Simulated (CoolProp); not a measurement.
Vapour-liquid equilibrium of ethane (1) + propylene (2) at 0.72 MPa; x and y are mole fractions of (1).

Computed with CoolProp (multi-fluid Helmholtz-energy mixture model, Bücker 2006 and Lemmon 2013; pair parameters Bell 2016).

### Question
Give the bubble temperature and the first vapour's composition at x = 0.25, 0.65, 0.75. Is there an azeotrope?

### Answer
x = 0.25: 260.9 K, y = 0.547; x = 0.65: 241.7 K, y = 0.880; x = 0.75: 238.3 K, y = 0.923. No azeotrope shows between x = 0.05 and 0.95.

Pair parameters are fitted to limited data, so mixtures are less certain than the pure fluids.
